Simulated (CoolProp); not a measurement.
50 sccm (0 °C, 1 atm) of nitrogen bubbles through liquid n-pentane at 291.2 K and leaves saturated at a total pressure of 0.15 MPa (ideal gas phase). Each further row changes one setting.

Values from CoolProp's reference Helmholtz-energy equation of state, Thol 2019.

```json
[
 {"case": "as stated", "vapour pressure (kPa)": "52.4", "mole fraction of vapour": "?", "delivery (mg/min)": "86.5", "delivery (sccm)": "26.9", "change of delivery for a bath 1 K warmer (%)": "?"},
 {"case": "bath temperature 296.2 K", "vapour pressure (kPa)": "?", "mole fraction of vapour": "?", "delivery (mg/min)": "?", "delivery (sccm)": "?", "change of delivery for a bath 1 K warmer (%)": "6.8"},
 {"case": "total pressure 0.3 MPa", "vapour pressure (kPa)": "52.4", "mole fraction of vapour": "?", "delivery (mg/min)": "34.1", "delivery (sccm)": "10.6", "change of delivery for a bath 1 K warmer (%)": "?"}
]
```

What belongs in the gaps?


- as stated, mole fraction of vapour: 0.350
- as stated, change of delivery for a bath 1 K warmer (%): 6.3
- bath temperature 296.2 K, vapour pressure (kPa): 63.5
- bath temperature 296.2 K, mole fraction of vapour: 0.424
- bath temperature 296.2 K, delivery (mg/min): 118
- bath temperature 296.2 K, delivery (sccm): 36.8
- total pressure 0.3 MPa, mole fraction of vapour: 0.175
- total pressure 0.3 MPa, change of delivery for a bath 1 K warmer (%): 4.9
